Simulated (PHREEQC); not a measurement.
A solution holds 0.0012 mol/kgw TMAH, 4.9e-06 mol/kgw CO2 and 0.026 mol/kgw K2CO3, at 90 °C. Closed to the air; pH follows from the charge balance.

All values are PHREEQC results (ion-association model, phreeqc.dat), not measurements.

**Question.** The ionic strength comes out as 0.0718 mol/kgw. What activity coefficients do K+, OH-, CO3-2, HCO3- get?

**Answer.** K+ 0.76, OH- 0.76, CO3-2 0.38, HCO3- 0.79.

This is a speciation only: nothing precipitates in the calculation. (CH3)4N+ isn't in the database: it is added as a free cation with an ion size of 4 Å. At this temperature some constants are extrapolated from 25 °C, and those without enthalpy data are left unchanged.
